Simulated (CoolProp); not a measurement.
n-perfluorohexane along the isotherm 176.85 °C: density (kg/m³) from the reference equation and from simpler models built on Tc = 174.9 °C, pc = 1742 kPa, ω = 0.497; each cubic takes its own stable root.

Values from CoolProp's reference Helmholtz-energy equation of state, Gao 2022.

```json
[
 {"p (kPa)": "55.1", "phase": "gas", "reference": "5.034", "van der Waals": "5.025", "Redlich-Kwong": "5.032", "Soave-Redlich-Kwong": "5.032", "Peng-Robinson": "5.038"},
 {"p (kPa)": "83.1", "phase": "gas", "reference": "7.635", "van der Waals": "7.616", "Redlich-Kwong": "7.632", "Soave-Redlich-Kwong": "7.631", "Peng-Robinson": "7.645"},
 {"p (kPa)": "125", "phase": "gas", "reference": "11.59", "van der Waals": "11.54", "Redlich-Kwong": "11.58", "Soave-Redlich-Kwong": "11.58", "Peng-Robinson": "11.61"},
 {"p (kPa)": "189", "phase": "gas", "reference": "17.76", "van der Waals": "17.65", "Redlich-Kwong": "17.74", "Soave-Redlich-Kwong": "17.74", "Peng-Robinson": "17.81"},
 {"p (kPa)": "285", "phase": "gas", "reference": "27.36", "van der Waals": "27.11", "Redlich-Kwong": "27.31", "Soave-Redlich-Kwong": "27.30", "Peng-Robinson": "27.48"},
 {"p (kPa)": "430", "phase": "gas", "reference": "42.74", "van der Waals": "42.11", "Redlich-Kwong": "42.60", "Soave-Redlich-Kwong": "42.58", "Peng-Robinson": "43.01"},
 {"p (kPa)": "649", "phase": "gas", "reference": "68.41", "van der Waals": "66.76", "Redlich-Kwong": "67.97", "Soave-Redlich-Kwong": "67.92", "Peng-Robinson": "69.00"},
 {"p (kPa)": "979", "phase": "gas", "reference": "115.1", "van der Waals": "110.2", "Redlich-Kwong": "113.5", "Soave-Redlich-Kwong": "113.3", "Peng-Robinson": "116.3"},
 {"p (kPa)": "1480", "phase": "gas", "reference": "228.1", "van der Waals": "207.2", "Redlich-Kwong": "218.6", "Soave-Redlich-Kwong": "217.4", "Peng-Robinson": "227.4"},
 {"p (kPa)": "2230", "phase": "supercritical", "reference": "968.9", "van der Waals": "630.9", "Redlich-Kwong": "747.3", "Soave-Redlich-Kwong": "739.3", "Peng-Robinson": "816.1"},
 {"p (kPa)": "3360", "phase": "supercritical", "reference": "1094", "van der Waals": "725.6", "Redlich-Kwong": "886.4", "Soave-Redlich-Kwong": "882.3", "Peng-Robinson": "979.5"},
 {"p (kPa)": "5070", "phase": "supercritical", "reference": "1175", "van der Waals": "793.7", "Redlich-Kwong": "990.1", "Soave-Redlich-Kwong": "987.2", "Peng-Robinson": "1098"},
 {"p (kPa)": "7650", "phase": "supercritical", "reference": "1244", "van der Waals": "853.6", "Redlich-Kwong": "1084", "Soave-Redlich-Kwong": "1082", "Peng-Robinson": "1204"},
 {"p (kPa)": "11500", "phase": "supercritical", "reference": "1309", "van der Waals": "909.1", "Redlich-Kwong": "1174", "Soave-Redlich-Kwong": "1172", "Peng-Robinson": "1304"},
 {"p (kPa)": "17400", "phase": "supercritical", "reference": "1375", "van der Waals": "962.7", "Redlich-Kwong": "1263", "Soave-Redlich-Kwong": "1262", "Peng-Robinson": "1403"}
]
```
